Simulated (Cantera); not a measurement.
**Hydrocarbon pyrolysis for carbon deposition**

A perfectly stirred reactor is fed with CH₄ : N₂ = 1 : 77 (molar parts), at 2670 Pa; it is held at 1973 K, and followed from long to short residence time.

Cantera simulation using GRI-Mech 3.0 (53 species, 325 reactions); the numbers are that mechanism's predictions, not measurements. GRI-Mech 3.0 stops at C3 and has no aromatics, soot or wall deposition, so with more carbon than oxygen in the feed, carbon stays in small species such as C2H2 where larger ones or solid carbon would form. Radical loss at walls, strong at low pressure, is not modelled.

```tsv
τ (s)	x CH₄	x C₂H₆	x CH₃	x CH₂	x H₂	x HCN	x C₂H₂
0.34	0.00102	3.39e-8	0.000248	3.36e-6	0.0171	0.000227	0.00557
0.13	0.00201	9.09e-8	0.000406	4.22e-6	0.0155	8.59e-5	0.00503
0.048	0.00382	2.19e-7	0.000631	4.88e-6	0.0125	2.78e-5	0.00397
0.018	0.00657	3.99e-7	0.000862	4.83e-6	0.00809	6.99e-6	0.00238
0.0067	0.00995	4.08e-7	0.000886	3.38e-6	0.00309	8.81e-7	0.000710
0.0025	0.0121	1.37e-7	0.000521	1.23e-6	0.000549	4.46e-8	5.51e-5
0.00094	0.0126	2.15e-8	0.000212	2.92e-7	0.000119	2.58e-9	1.67e-6
```
x: mole fraction; the columns are a selection and need not sum to one.
